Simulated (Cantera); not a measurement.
An adiabatic, constant-pressure homogeneous reactor starts with CH4 : O2 : N2 = 1 : 1.67 : 6.27 (molar parts), at 1223 K and 3.00 bar. Integrator tolerance rtol = 1e-08.

Model: GRI-Mech 3.0 (53 species, 325 reactions), integrated in Cantera.

Q: What does this change do: N2 6.27 to 12 parts?

A: 
```csv
quantity,before,after
time of steepest temperature rise,13.6 ms,25.8 ms
temperature at 0.400 s,2710 K,2305 K
equilibrium temperature,2710 K,2305 K
x(CH4) at 0.400 s,<1e-12 (gas-phase equilibrium <1e-12),<1e-12 (gas-phase equilibrium <1e-12)
x(O2) at 0.400 s,0.00310 (gas-phase equilibrium 0.00310),8.39e-5 (gas-phase equilibrium 8.39e-5)
x(N2O) at 0.400 s,3.22e-7 (gas-phase equilibrium 3.22e-7),3.10e-8 (gas-phase equilibrium 3.10e-8)
x(HCO) at 0.400 s,1.01e-7 (gas-phase equilibrium 1.01e-7),1.21e-8 (gas-phase equilibrium 1.21e-8)
x(CH2O) at 0.400 s,1.86e-9 (gas-phase equilibrium 1.86e-9),5.46e-10 (gas-phase equilibrium 5.46e-10)
x(C2H4) at 0.400 s,<1e-12 (gas-phase equilibrium <1e-12),<1e-12 (gas-phase equilibrium <1e-12)
```

Q: What does this change do: initial temperature 1223 to 1600 K?

A: 
```tsv
quantity	before	after
time of steepest temperature rise	13.6 ms	0.212 ms
temperature at 0.400 s	2710 K	2876 K
equilibrium temperature	2710 K	2876 K
x(CH4) at 0.400 s	<1e-12 (gas-phase equilibrium <1e-12)	<1e-12 (gas-phase equilibrium <1e-12)
x(O2) at 0.400 s	0.00310 (gas-phase equilibrium 0.00310)	0.00677 (gas-phase equilibrium 0.00677)
x(N2O) at 0.400 s	3.22e-7 (gas-phase equilibrium 3.22e-7)	5.94e-7 (gas-phase equilibrium 5.94e-7)
x(HCO) at 0.400 s	1.01e-7 (gas-phase equilibrium 1.01e-7)	1.84e-7 (gas-phase equilibrium 1.84e-7)
x(CH2O) at 0.400 s	1.86e-9 (gas-phase equilibrium 1.86e-9)	2.51e-9 (gas-phase equilibrium 2.51e-9)
x(C2H4) at 0.400 s	<1e-12 (gas-phase equilibrium <1e-12)	<1e-12 (gas-phase equilibrium <1e-12)
```
